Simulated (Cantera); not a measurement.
Feed: 1 mol MgSO4, a varied amount of H2, held at 1527 °C and 133 Pa.

Equilibrium computed with Cantera from the NASA thermochemical tables; the gas is ideal and each condensed phase is pure. Candidate condensed phases: H2O, H2SO4, Mg, MgO, Mg(OH)2, MgS, MgSO4, S; 26 gas species. Equilibrium is a limit: real reactors are often held back by kinetics, nucleation or transport.

x: gas mole fraction; n: condensed amount in mol.

```tsv
n(H2) (mol)	x SO2	x H2O	x H2	x O2	x SO	x S2	n MgO(s)
0.27	0.609	0.162	0.000507	0.221	0.000703	2.47e-10	1.000
0.51	0.567	0.286	0.00113	0.138	0.000828	5.48e-10	1.000
0.76	0.529	…	…	…	…	…	1.000
1	0.492	0.484	0.00940	0.00577	0.00352	2.37e-7	1.000
1.2	0.431	0.477	0.0652	0.000116	0.0216	0.000445	1.000
1.5	…	0.466	…	…	…	…	1.000
1.7	0.308	0.466	0.166	1.71e-5	0.0404	0.0106	1.000
2	0.255	0.465	0.208	1.09e-5	0.0419	0.0178	0.999
2.2	0.226	0.465	0.233	8.68e-6	0.0416	0.0220	0.999
```

### Question
What belongs in the gaps?

### Answer

- 1.5, x SO2: 0.351
- 1.5, x H2: 0.133
- 1.5, x O2: 2.68e-5
- 1.5, x SO: 0.0367
- 1.5, x S2: 0.00557
- 0.76, x H2O: 0.397
- 0.76, x H2: 0.00232
- 0.76, x O2: 0.0637
- 0.76, x SO: 0.00114
- 0.76, x S2: 2.25e-9
